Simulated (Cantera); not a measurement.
A closed system holds: 1 mol Fe(CO)₅, 84 mol N₂, equilibrated at 7.60 bar.

Cantera equilibrium calculation (NASA polynomials, part measured and part estimated; ideal gas, pure solids and liquids). Candidate condensed phases: C, Fe, Fe(CO)₅, FeO, Fe₂O₃, Fe₃O₄; 27 gas species. Condensed phases not in the tables: cementite and carbon dissolved in iron. Rates play no part. All values below are at 1223 K.

Base state: N₂ 0.944, CO 0.0556, CO₂ 0.000323 (mole fractions); condensed: C(graphite) + Fe(γ).

What changes in the equilibrium state with this change: N₂ from 84 to 1.6 mol?


| species | before | after |
|---|---|---|
| CO | 0.0556 | 0.695 |
| N₂ | 0.944 | 0.255 |
| CO₂ | 0.000323 | 0.0505 |
| C(graphite), mol | 0.0287 | 0.317 |
| Fe(γ), mol | 1.00 | 1.00 |
